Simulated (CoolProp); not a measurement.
Vapour pressure (bar) of carbon dioxide: the reference equation beside estimates from Tc = 304.1 K, pc = 73.77 bar, ω = 0.224.

Values from CoolProp's reference Helmholtz-energy equation of state, Span 1996.

```csv
T (K),reference,Lee-Kesler,Soave-Redlich-Kwong
231.2,9.343,9.345,9.360
240.7,13.14,13.12,13.18
250.3,18.02,17.98,18.11
259.8,24.05,23.96,24.21
269.4,31.52,31.39,31.78
278.9,40.46,40.30,40.83
288.4,51.18,51.05,51.62
298,64.12,64.09,64.46
```

Absolute difference from the reference over all 8 rows, mean and median: Lee-Kesler 0.2 and 0.2 %, Soave-Redlich-Kwong 0.6 and 0.6 %.
